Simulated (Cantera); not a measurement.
## Equilibrium for silicon epitaxy and polysilicon growth: Si2Cl6 + Cl2 + N2

Feed: 1 mol Si2Cl6, 0.013 mol Cl2, 150 mol N2, at 0.0150 bar.

Method: chemical equilibrium by Gibbs-energy minimisation in Cantera with the NASA 1993 tables (ideal gas, pure condensed phases). Candidate condensed phases: Si, Si3N4; 13 gas species. The feed counts by its element totals alone. N2 is the only nitrogen source here; it is nearly inert below about 1500 K, so the nitride shown seldom forms there in practice. The tables' values for SiCl3 are old estimates; treat these amounts as uncertain. Rates play no part.

```csv
T (K),x N2,x SiCl4,x SiCl2,x SiCl3,x Cl,n Si3N4(s)
848,0.990,0.00996,1.49e-9,4.53e-7,7.85e-11,0.164
898,0.990,0.00996,1.39e-8,1.69e-6,4.70e-10,0.164
948,0.990,0.00996,1.03e-7,5.50e-6,2.33e-9,0.164
998,0.990,0.00995,6.18e-7,1.58e-5,9.87e-9,0.164
1048,0.990,0.00993,3.12e-6,4.11e-5,3.64e-8,0.164
1098,0.990,0.00988,1.35e-5,9.75e-5,1.19e-7,0.163
1148,0.990,0.00978,5.13e-5,0.000213,3.52e-7,0.161
1198,0.990,0.00955,0.000173,0.000432,9.47e-7,0.155
1248,0.990,0.00909,0.000518,0.000808,2.34e-6,0.141
1298,0.989,0.00822,0.00139,0.00138,5.32e-6,0.112
1348,0.988,0.00673,0.00326,0.00209,1.11e-5,0.0557
1398,0.987,0.00537,0.00522,0.00256,2.53e-5,0
```
x: gas mole fraction; n: condensed amount in mol.

From 848 K to 1348 K the condensed part is Si3N4(s). At 1398 K nothing is condensed. The main Si-bearing gas is SiCl4 throughout.
